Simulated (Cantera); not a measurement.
Cantera run:

```python
import numpy as np
import cantera as ct

gas_names = """
    CL CL2 H HCL H2 N NH NH2 NH3 N2 N2H2 N2H4 Si SiCL SiCL2 SiCL3 SiCL4 SiH SiHCL3 SiH2 SiH2CL2 SiH3
    SiH3CL SiH4 SiN Si2 Si2N Si3
""".split()
cond_names = """
    NH4CL(a) NH4CL(b) Si(cr) Si(L) Si3N4(a)
""".split()


# ... load() reads the species with a 1 bar reference pressure and builds the phases ...
atoms = {
    'Si2Cl6': {'Si': 2, 'CL': 6},
    'NH3': {'N': 1, 'H': 3},
    'N2': {'N': 2},
}
top_T = {'Si3N4(a)': 2400}  # K; cautious upper limits of use, not melting points


# ... equilibrate(T, P, feed) seeds the gas with the atoms and calls Mixture.equilibrate('TP', solver="vcs", rtol=1e-11, max_steps=5000) ...
results = []
feed = {'Si2Cl6': 1, 'NH3': 16, 'N2': 2.4}  # mol
P = 12  # Pa
for T in [900, 975, 1050, 1125, 1200, 1275, 1350, 1425, 1500, 1575]:
    mix = equilibrate(T, P, feed)
    results.append((T, P, feed, dict(zip(mix.species_names, mix.species_moles))))

top = {s: max(r[3][s] / sum(r[3][g] for g in gas_names) for r in results) for s in gas_names}
cols = sorted((s for s in top if top[s] > 1e-06), key=lambda s: -top[s])[:9]
seen = [c for c in cond_names if any(r[3].get(c, 0) > 1e-12 for r in results)]
print("log10 of partial pressures in bar; condensed amounts in mol")
print(f"{'T/K':>10s}" + "".join(f"{s[:9]:>10s}" for s in cols + seen))
for T, P, feed, n in results:
    ng = sum(n[g] for g in gas_names)
    print(f"{T:10.4g}" + "".join(f"{np.log10(max(n[s] / ng * P / 1e5, 1e-99)):10.3f}" for s in cols)
          + "".join(f"{n.get(c, 0):10.4g}" for c in seen))
```

Result:

```
log10 of partial pressures in bar; condensed amounts in mol
       T/K        H2        N2       HCL     SiCL2         H        Si        CL      SiCL     SiCL3    Si(cr)  Si3N4(a)
       900    -4.155    -4.520    -4.701   -10.736   -12.010   -23.974   -12.566   -20.042   -10.110         0    0.6651
       975    -4.156    -4.520    -4.701    -9.549   -11.019   -20.862   -11.591   -17.639    -9.478         0    0.6655
      1050    -4.156    -4.520    -4.701    -8.534   -10.169   -18.197   -10.754   -15.583    -8.937         0    0.6654
      1125    -4.156    -4.520    -4.702    -7.657    -9.430   -15.890   -10.028   -13.804    -8.471         0    0.6634
      1200    -4.155    -4.519    -4.707    -6.902    -8.782   -13.875    -9.396   -12.255    -8.077         0    0.6527
      1275    -4.154    -4.516    -4.727    -6.272    -8.209   -12.101    -8.853   -10.909    -7.780         0    0.6109
      1350    -4.150    -4.509    -4.783    -5.795    -7.698   -10.529    -8.410    -9.758    -7.639         0    0.5022
      1425    -4.144    -4.498    -4.887    -5.485    -7.238    -9.128    -8.068    -8.788    -7.683         0    0.3303
      1500    -4.144    -4.477    -4.996    -5.343    -6.826    -7.978    -7.773    -8.039    -7.871    0.5721         0
      1575    -4.144    -4.478    -5.005    -5.336    -6.454    -7.241    -7.414    -7.575    -8.071    0.5278         0
```

Cantera equilibrium calculation (NASA polynomials, part measured and part estimated; ideal gas, pure solids and liquids). The feed counts by its element totals alone. The tables' values for SiCl, SiCl3 are old estimates; treat these amounts as uncertain.
